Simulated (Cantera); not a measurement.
Input: 1 mol CH3F, 0.13 mol H2, 0.77 mol CH4, held at 3027 °C and 90.0 mbar.

Method: chemical equilibrium by Gibbs-energy minimisation in Cantera with the NASA 1993 tables (ideal gas, pure condensed phases). Candidate condensed phases: C, C6H6, C7H8, C8H18; 95 gas species. Equilibrium is a limit: real reactors are often held back by kinetics, nucleation or transport.

Base state: H 0.518, H2 0.181, HF 0.171, C3 0.0618, C2H2 (acetylene) 0.0246, C2H 0.0178, C 0.00748, C2 0.00669 (mole fractions); condensed: gas only.

What changes in the equilibrium state with this change: temperature from 3027 °C to 2750 °C?


```
species             before    after
----------------  --------  -------
H2                   0.181    0.389
H                    0.518    0.352
HF                   0.171    0.221
C3                  0.0618  0.00443
C2H                 0.0178  0.00416
C2H2 (acetylene)    0.0246   0.0259
C5                 0.00256  8.69e-5
C4                0.000455  1.60e-5
C(graphite), mol         0     1.41
```

What changes in the equilibrium state with this change: CH3F replaced by CH3Cl?


```
species            before     after
----------------  -------  --------
H                   0.518     0.531
H2                  0.181     0.190
Cl                      0     0.106
HF                  0.171         0
HCl                     0    0.0569
C3                 0.0618    0.0561
C2H                0.0178    0.0171
C2H2 (acetylene)   0.0246    0.0242
F                 0.00497         0
CF                0.00100         0
C2HCl                   0  0.000220
```
The tables' values for CCl are old estimates; treat these amounts as uncertain.
